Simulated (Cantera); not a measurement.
Input: 1 mol MgCO3, 0.061 mol H2O, equilibrated at 1650 K and 0.00360 bar.

Method: chemical equilibrium by Gibbs-energy minimisation in Cantera with the NASA 1993 tables (ideal gas, pure condensed phases). Candidate condensed phases: C, C6H6, C7H8, C8H18, H2O, Mg, MgCO3, MgO, Mg(OH)2; 116 gas species. The numbers say what is thermodynamically allowed, not how fast it happens.

Base state: CO2 0.929, H2O 0.0569, CO 0.00880, O2 0.00440, OH 0.000300, H2 0.000168, O 2.86e-5, H 1.96e-5 (mole fractions); condensed: MgO(s).

Problem. What changes in the equilibrium state with this change: H2O from 0.061 to 2.3 mol?

Solution. 
| species | before | after |
|---|---|---|
| H2O | 0.0569 | 0.692 |
| CO2 | 0.929 | 0.298 |
| CO | 0.00880 | 0.00354 |
| H2 | 0.000168 | 0.00255 |
| H | 1.96e-5 | 7.65e-5 |
| MgO(s), mol | 1.00 | 1.000 |

Problem. What changes in the equilibrium state with this change: temperature from 1650 K to 1225 K?

Solution. 
| species | before | after |
|---|---|---|
| CO2 | 0.929 | 0.942 |
| H2O | 0.0569 | 0.0575 |
| CO | 0.00880 | 7.72e-5 |
| O2 | 0.00440 | 3.99e-5 |
| O | 2.86e-5 | 4.43e-9 |
| H | 1.96e-5 | 9.31e-9 |
| MgO(s), mol | 1.00 | 1.00 |
